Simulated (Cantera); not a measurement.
What does this Cantera script print?

```python
import numpy as np
import cantera as ct

surf = ct.Interface("ptcombust.yaml", "Pt_surf")
gas = surf.adjacent["gas"]
gas.TPX = 800, 500000, {'CO': 0.0036, 'O2': 0.059, 'N2': 0.79}
surf.TP = 800, 500000
reactor = ct.FlowReactor(gas, clone=False)
reactor.area = 0.0001  # m2
reactor.surface_area_to_volume_ratio = 1100  # 1/m
reactor.mass_flow_rate = 0.12 * reactor.area * gas.density  # inlet velocity 0.12 m/s
reactor.energy_enabled = False
wall = ct.ReactorSurface(surf, reactor, clone=False)
net = ct.ReactorNet([reactor])
net.rtol, net.atol = 1e-8, 1e-16
show, cover = ['CO', 'O2', 'H2O', 'CO2'], ['PT(S)', 'H(S)', 'O(S)', 'OH(S)', 'CO(S)', 'C(S)']

rows = []
print(f"{'z/m':>9s}{'u/(m/s)':>9s}" + "".join(f"{s:>13s}" for s in show + cover))
for z in [0.00017, 0.00037, 0.00079, 0.0017, 0.0037, 0.0079, 0.017]:
    net.advance(z)
    rows.append([reactor.speed, *gas[show].X, *surf[cover].coverages])
    print(f"{z:9.4g}{rows[-1][0]:9.3g}" + "".join(f"{x:13.4e}" for x in rows[-1][1:]))
```

It prints:

```
      z/m  u/(m/s)           CO           O2          H2O          CO2        PT(S)         H(S)         O(S)        OH(S)        CO(S)         C(S)
  0.00017     0.12   1.8998e-03   6.8117e-02  -8.3520e-29   2.3275e-03   2.9295e-02  -7.6849e-26   9.6963e-01  -3.3738e-20   1.0707e-03   1.0672e-16
  0.00037     0.12   1.2289e-03   6.7804e-02   3.3833e-30   2.9998e-03   2.5781e-02   1.4168e-24   9.7368e-01   7.0383e-19   5.3427e-04   4.6672e-17
  0.00079     0.12   5.9017e-04   6.7506e-02  -1.8624e-29   3.6399e-03   2.3430e-02  -3.0859e-23   9.7636e-01  -5.5184e-18   2.1137e-04   1.6735e-17
   0.0017     0.12   1.5003e-04   6.7301e-02  -1.2992e-29   4.0810e-03   2.2154e-02  -1.0266e-26   9.7780e-01  -6.2448e-21   4.7971e-05   3.5857e-18
   0.0037     0.12   8.9495e-06   6.7235e-02   1.8485e-32   4.2223e-03   2.1788e-02   3.5738e-27   9.7821e-01   2.4685e-21   2.7667e-06   2.0331e-19
   0.0079     0.12   2.5662e-08   6.7231e-02  -1.4655e-34   4.2313e-03   2.1766e-02   3.6684e-26   9.7823e-01   2.1791e-20   7.9169e-09   5.8116e-22
    0.017     0.12   7.9934e-14   6.7231e-02   4.1202e-28   4.2313e-03   2.1766e-02   8.0544e-22   9.7823e-01   4.7427e-16   2.4660e-14   1.8102e-27
```

Cantera simulation using Deutschmann's 1995 Pt surface mechanism with GRI-Mech 3.0 gas chemistry; the numbers are that mechanism's predictions, not measurements. Catalytic surfaces can have several steady states; this one follows from the mechanism file's or the stated starting coverage. Mass transfer to the wall is taken as infinitely fast.
